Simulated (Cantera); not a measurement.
Charge: 1 mol BN, 0.54 mol NF₃, at 1173.15 K and 26.0 mbar.

Equilibrium computed with Cantera from the NASA thermochemical tables; the gas is ideal and each condensed phase is pure. Candidate condensed phases: B, BN; 13 gas species. The numbers say what is thermodynamically allowed, not how fast it happens.

Base state: N₂ 0.500, BF₃ 0.500 (mole fractions); condensed: BN(s).

### Question
What changes in the equilibrium state with this change: NF₃ from 0.54 to 3.2 mol?

### Answer
| species | before | after |
|---|---|---|
| F | <1e-9 | 0.610 |
| N₂ | 0.500 | 0.228 |
| BF₃ | 0.500 | 0.109 |
| F₂ | <1e-9 | 0.0535 |
| BN(s), mol | 0.460 | 0 |
